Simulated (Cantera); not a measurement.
Gas activation for diamond growth

An isothermal, constant-pressure homogeneous reactor starts with CH4 : H2 : CO2 = 0.0089 : 1 : 0.008 (molar parts), at 3000 K and 0.0267 bar.

Model: GRI-Mech 3.0 (53 species, 325 reactions), integrated in Cantera. Radical loss at walls, strong at low pressure, is not modelled.

```tsv
t (s)	x CH4	x H2	x CO2	x H2O	x O	x C2H2	x CH2O
0.00100	0.000535	0.899	8.05e-6	0.00655	1.06e-5	0.00299	2.66e-7
0.00217	0.000162	0.877	7.52e-6	0.00531	1.51e-5	0.00282	1.11e-7
0.00470	6.34e-5	0.842	5.54e-6	0.00309	1.74e-5	0.00181	4.91e-8
0.0102	1.34e-5	0.784	2.03e-6	0.000909	1.21e-5	0.000771	8.27e-9
0.0221	1.44e-6	0.688	1.75e-7	6.79e-5	2.59e-6	0.000344	7.46e-10
0.0480	1.45e-7	0.560	1.87e-10	6.37e-8	7.52e-9	0.000276	1.93e-10
0.104	4.61e-8	0.445	6.09e-11	1.78e-8	5.37e-9	0.000215	7.50e-11
0.226	2.78e-8	0.392	4.48e-11	1.20e-8	5.63e-9	0.000177	4.78e-11
0.490	2.59e-8	0.385	4.31e-11	1.14e-8	5.68e-9	0.000171	4.49e-11
1.06	2.59e-8	0.385	4.31e-11	1.14e-8	5.69e-9	0.000171	4.49e-11
2.31	2.59e-8	0.385	4.31e-11	1.14e-8	5.69e-9	0.000171	4.49e-11
5.00	2.59e-8	0.385	4.31e-11	1.14e-8	5.69e-9	0.000171	4.49e-11
```
x: mole fraction; the columns are a selection and need not sum to one.

Equilibrium at this temperature and pressure: CH4 2.59e-8, H2 0.385, CO2 4.32e-11, H2O 1.14e-8, O 5.70e-9, C2H2 0.000171, CH2O 4.49e-11 (gas phase only).
